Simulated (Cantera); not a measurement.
Feed: 1 mol PbO, 2.4 mol H2, 5.5 mol N2, held at 82.0 mbar.

These are equilibrium values from Cantera (NASA tables, ideal gas, pure condensed phases), not measurements of a reactor. Candidate condensed phases: H2O, Pb, PbO, PbO2, Pb3O4; 27 gas species. Kinetics and transport are ignored.

Problem. Which condensed phases are stable at each of these points (T (K)): 1073, 1148, 1223, 1298, 1373, 1448, 1523?

Solution. 
```tsv
T (K)	condensed phases	Pb condensed (%)
1073	Pb(l)	99.3
1148	Pb(l)	97.3
1223	Pb(l)	91.2
1298	Pb(l)	74.6
1373	Pb(l)	32.9
1448	gas only	0.0
1523	gas only	0.0
```

From 1073 K to 1373 K the condensed part is Pb(l). From 1448 K to 1523 K nothing is condensed.
